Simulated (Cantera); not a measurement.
Thermodynamics of silicon epitaxy and polysilicon growth, feed SiH2Cl2 + Cl2 + H2

Feed: 1 mol SiH2Cl2, 0.047 mol Cl2, 52 mol H2, held at 100000 Pa.

Cantera equilibrium calculation (NASA polynomials, part measured and part estimated; ideal gas, pure solids and liquids). Candidate condensed phases: Si; 19 gas species. The tables' values for SiCl3 are old estimates; treat these amounts as uncertain. Equilibrium is a limit: real reactors are often held back by kinetics, nucleation or transport.

```tsv
T (K)	log p H2	log p HCl	log p SiHCl3	log p SiCl4	n Si(s)
1023	-0.01	-2.19	-2.30	-2.41	0.472
1073	-0.01	-2.04	-2.34	-2.46	0.512
1123	-0.01	-1.90	-2.40	-2.53	0.560
1173	-0.01	-1.79	-2.49	-2.63	0.612
1223	-0.01	-1.70	-2.60	-2.77	0.664
1273	-0.01	-1.63	-2.74	-2.95	0.711
1323	-0.01	-1.58	-2.92	-3.18	0.748
1373	-0.01	-1.54	-3.12	-3.46	0.773
1423	-0.01	-1.53	-3.35	-3.75	0.788
1473	-0.02	-1.52	-3.58	-4.06	0.795
1523	-0.02	-1.51	-3.81	-4.36	0.798
1573	-0.02	-1.51	-4.03	-4.65	0.798
1623	-0.02	-1.51	-4.25	-4.93	0.797
```
log p: log10 of the partial pressure in bar; n: condensed amount in mol.

From 1023 K to 1623 K the condensed part is Si(s). The main Si-bearing gas is SiHCl3 at 1023 K and SiCl2 at 1623 K.
